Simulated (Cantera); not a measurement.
Mixture: CH4 : CO : O2 : N2 = 1 : 1.5 : 5.19 : 34.2 (molar parts), at 100000 Pa, adiabatic and at constant pressure. Ignition delay is the time to a rise of 400 K.

Computed with Cantera and GRI-Mech 3.0 (53 species, 325 reactions).

**Question.** Predict: delay at 1200 K; delay at 1300 K; delay at 1400 K; delay at 1500 K; delay at 1600 K; delay at 1700 K; apparent activation energy between 1500 and 1700 K.

**Answer.** 
* **delay at 1200 K**: 45.8 ms
* **delay at 1300 K**: 10.9 ms
* **delay at 1400 K**: 3.21 ms
* **delay at 1500 K**: 1.22 ms
* **delay at 1600 K**: 0.590 ms
* **delay at 1700 K**: 0.354 ms
* **apparent activation energy between 1500 and 1700 K**: 130 kJ/mol
